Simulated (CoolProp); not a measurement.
Vapour-liquid equilibrium of hydrogen chloride (1) + propane (2) at -65.25 °C; x and y are mole fractions of (1).

Model: multi-fluid Helmholtz-energy mixture model, Thol 2018 and Lemmon 2009; pair parameters Bell 2016, in CoolProp.

```csv
x,bubble pressure (kPa),y at the bubble point,dew pressure at overall composition x (kPa),liquid density (mol/L)
0.05,71.34,___,33.73,___
0.2,___,0.823,39.88,15.53
0.35,___,0.875,48.75,17.15
0.5,227.9,0.897,62.64,___
0.65,241.2,0.911,87.43,21.65
0.8,254.2,0.930,143.3,24.92
0.95,270.7,0.973,263.3,___
```

Some entries are withheld; supply them.


- 0.05, y at the bubble point: 0.564
- 0.05, liquid density (mol/L): 14.17
- 0.2, bubble pressure (kPa): 158.1
- 0.35, bubble pressure (kPa): 205.0
- 0.5, liquid density (mol/L): 19.14
- 0.95, liquid density (mol/L): 29.31

No azeotrope shows between x = 0.05 and 0.95.

Pair parameters are fitted to limited data, so mixtures are less certain than the pure fluids. With so large a gap from Raoult's law the liquid may split in two, which this calculation doesn't test in full.
